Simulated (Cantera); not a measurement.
Charge: 1 mol Si(CH₃)₄, 0.045 mol C₃H₈, 7.2 mol H₂, 0.33 mol C₂H₂, equilibrated at 55.0 mbar.

These are equilibrium values from Cantera (NASA tables, ideal gas, pure condensed phases), not measurements of a reactor. Candidate condensed phases: C, C₆H₆, C₇H₈, C₈H₁₈, Si, SiC; 87 gas species. Equilibrium is a limit: real reactors are often held back by kinetics, nucleation or transport.

x: gas mole fraction; n: condensed amount in mol.

```csv
T (K),x H₂,x H,x C₂H₂ (acetylene),x CH₄,x Si,x SiH,n C(graphite),n SiC(s)
1450,1.000,4.03e-5,4.87e-6,0.000182,3.33e-10,___,3.79,1.00
1550,1.000,0.000134,1.60e-5,0.000112,5.32e-9,___,3.79,1.00
1650,0.999,0.000387,4.56e-5,7.30e-5,6.05e-8,___,3.79,1.000
1750,0.999,0.000991,0.000115,5.01e-5,5.19e-7,___,3.79,1.000
1850,0.997,0.00229,0.000261,3.58e-5,3.53e-6,___,3.79,1.000
1950,0.995,0.00487,0.000544,2.65e-5,1.96e-5,___,3.78,1.000
2050,0.989,0.00962,0.00105,2.01e-5,9.23e-5,___,3.77,0.998
```

### Question
Fill in the missing entries.

### Answer

- 1450, x SiH: 3.10e-10
- 1550, x SiH: 3.28e-9
- 1650, x SiH: 2.59e-8
- 1750, x SiH: 1.61e-7
- 1850, x SiH: 8.19e-7
- 1950, x SiH: 3.51e-6
- 2050, x SiH: 1.30e-5
